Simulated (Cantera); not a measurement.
## Thermodynamics of silicon epitaxy and polysilicon growth, feed Si2Cl6 + HCl + H2

A closed system holds: 1 mol Si2Cl6, 1.7 mol HCl, 390 mol H2, at 950 K.

Method: chemical equilibrium by Gibbs-energy minimisation in Cantera with the NASA 1993 tables (ideal gas, pure condensed phases). Candidate condensed phases: Si; 19 gas species. The feed counts by its element totals alone. The tables' values for SiCl3 are old estimates; treat these amounts as uncertain. Kinetics and transport are ignored.

From 1.00 mbar to 0.560 bar the condensed part is Si(s). At 2.00 bar nothing is condensed. The main Si-bearing gas is SiCl4 at 1.00 mbar and SiHCl3 at 2.00 bar. The share of Si in condensed phases is highest at 1.00 mbar (66.0 %) and lowest at 2.00 bar (0.0 %).

```
P (Pa)   x H2    x HCl  x SiHCl3  x SiCl4  x SiH2Cl2   x SiCl2  x SiCl3  n Si(s)
------  -----  -------  --------  -------  ---------  --------  -------  -------
100     0.985   0.0137  0.000331  0.00100    1.11e-5  0.000290  9.32e-5     1.32
350     0.987   0.0110  0.000611  0.00149    2.54e-5  0.000189  9.19e-5     1.05
1300    0.988  0.00844   0.00101  0.00188    5.51e-5  0.000110  7.88e-5    0.765
4500    0.990  0.00634   0.00148  0.00207   0.000108   6.21e-5  6.20e-5    0.513
16000   0.991  0.00462   0.00203  0.00207   0.000203   3.29e-5  4.51e-5    0.277
56000   0.992  0.00331   0.00261  0.00190   0.000365   1.69e-5  3.10e-5   0.0615
200000  0.992  0.00298   0.00279  0.00183   0.000433   5.61e-6  1.75e-5        0
```
x: gas mole fraction; n: condensed amount in mol.
